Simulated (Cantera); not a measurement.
A closed system holds: 1 mol NaCl, 23 mol H₂, equilibrated at 1.00 bar.

Equilibrium computed with Cantera from the NASA thermochemical tables; the gas is ideal and each condensed phase is pure. Candidate condensed phases: Na, NaCl; 10 gas species. Equilibrium is a limit: real reactors are often held back by kinetics, nucleation or transport.

log p: log10 of the partial pressure in bar; n: condensed amount in mol.

```json
[
 {"T (°C)": "1025", "log p H₂": "-0.01", "log p NaCl": "-1.91", "log p HCl": "-3.74", "log p Na": "-3.74", "log p Na₂Cl₂": "-2.38", "log p H": "-5.97", "log p NaH": "-6.11", "n NaCl(l)": "0.509"},
 {"T (°C)": "1125", "log p H₂": "-0.02", "log p NaCl": "-1.54", "log p HCl": "-3.28", "log p Na": "-3.28", "log p Na₂Cl₂": "-2.20", "log p H": "-5.33", "log p NaH": "-5.61", "n NaCl(l)": "0"},
 {"T (°C)": "1225", "log p H₂": "-0.02", "log p NaCl": "-1.46", "log p HCl": "-2.99", "log p Na": "-3.00", "log p Na₂Cl₂": "-2.53", "log p H": "-4.77", "log p NaH": "-5.28", "n NaCl(l)": "0"},
 {"T (°C)": "1325", "log p H₂": "-0.02", "log p NaCl": "-1.43", "log p HCl": "-2.76", "log p Na": "-2.77", "log p Na₂Cl₂": "-2.89", "log p H": "-4.28", "log p NaH": "-5.02", "n NaCl(l)": "0"},
 {"T (°C)": "1425", "log p H₂": "-0.02", "log p NaCl": "-1.42", "log p HCl": "(withheld)", "log p Na": "(withheld)", "log p Na₂Cl₂": "(withheld)", "log p H": "(withheld)", "log p NaH": "(withheld)", "n NaCl(l)": "0"},
 {"T (°C)": "1525", "log p H₂": "-0.02", "log p NaCl": "-1.43", "log p HCl": "-2.41", "log p Na": "-2.41", "log p Na₂Cl₂": "-3.60", "log p H": "-3.46", "log p NaH": "-4.61", "n NaCl(l)": "0"},
 {"T (°C)": "1625", "log p H₂": "-0.02", "log p NaCl": "-1.44", "log p HCl": "(withheld)", "log p Na": "(withheld)", "log p Na₂Cl₂": "(withheld)", "log p H": "(withheld)", "log p NaH": "(withheld)", "n NaCl(l)": "0"},
 {"T (°C)": "1725", "log p H₂": "-0.02", "log p NaCl": "-1.47", "log p HCl": "-2.14", "log p Na": "-2.15", "log p Na₂Cl₂": "-4.23", "log p H": "-2.81", "log p NaH": "-4.29", "n NaCl(l)": "0"}
]
```

What belongs in the gaps?


- 1625, log p HCl: -2.27
- 1625, log p Na: -2.27
- 1625, log p Na₂Cl₂: -3.92
- 1625, log p H: -3.12
- 1625, log p NaH: -4.44
- 1425, log p HCl: -2.57
- 1425, log p Na: -2.58
- 1425, log p Na₂Cl₂: -3.25
- 1425, log p H: -3.85
- 1425, log p NaH: -4.80
